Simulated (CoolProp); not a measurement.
Vapour-liquid equilibrium of R245fa (1) + isopentane (2) at 92.05 °C; x and y are mole fractions of (1).

Values from CoolProp's multi-fluid Helmholtz-energy mixture model, Akasaka 2015 and Lemmon 2006; pair parameters Bell 2016.

Problem. Give the bubble pressure and the first vapour's composition at x = 0.35, 0.65, 0.95. Is there an azeotrope?

Solution. x = 0.35: 1087 kPa, y = 0.545; x = 0.65: 1205 kPa, y = 0.690; x = 0.95: 1122 kPa, y = 0.911. y crosses x between x = 0.65 and 0.8: the model has an azeotrope there.

Pair parameters are fitted to limited data, so mixtures are less certain than the pure fluids.
